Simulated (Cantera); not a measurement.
Charge: 1 mol C₆H₆, 0.73 mol CO₂, at 1200 K.

Method: chemical equilibrium by Gibbs-energy minimisation in Cantera with the NASA 1993 tables (ideal gas, pure condensed phases). Candidate condensed phases: C, C₆H₆, C₇H₈, C₈H₁₈, H₂O; 110 gas species. The ideal-gas law is rough above about 30 bar. Equilibrium is a limit: real reactors are often held back by kinetics, nucleation or transport.

log p: log10 of the partial pressure in bar; n: condensed amount in mol.

```
P (Pa)    log p H₂  log p CO  log p CH₄  log p H₂O  log p CO₂  n C(graphite)
--------  --------  --------  ---------  ---------  ---------  -------------
10           -4.17     -4.48     -10.15     -10.24     -10.69           5.27
46           -3.51     -3.82      -8.82      -8.92      -9.37           5.27
220          -2.83     -3.14      -7.46      -7.56      -8.01           5.27
1000             ?         ?          ?          ?          ?           5.27
4600         -1.51     -1.82      -4.82      -4.92      -5.37           5.27
22000            ?         ?          ?          ?          ?           5.27
100000       -0.18     -0.49      -2.16      -2.26      -2.71           5.27
460000        0.46      0.15      -0.87      -0.97      -1.42           5.28
2200000       1.07      0.76       0.34       0.24      -0.21           5.30
10000000      1.57      1.25       1.33       1.24       0.79           5.32
```

### Question
Complete the blanks.

### Answer

- 22000, log p H₂: -0.83
- 22000, log p CO: -1.14
- 22000, log p CH₄: -3.46
- 22000, log p H₂O: -3.56
- 22000, log p CO₂: -4.01
- 1000, log p H₂: -2.17
- 1000, log p CO: -2.49
- 1000, log p CH₄: -6.15
- 1000, log p H₂O: -6.24
- 1000, log p CO₂: -6.69
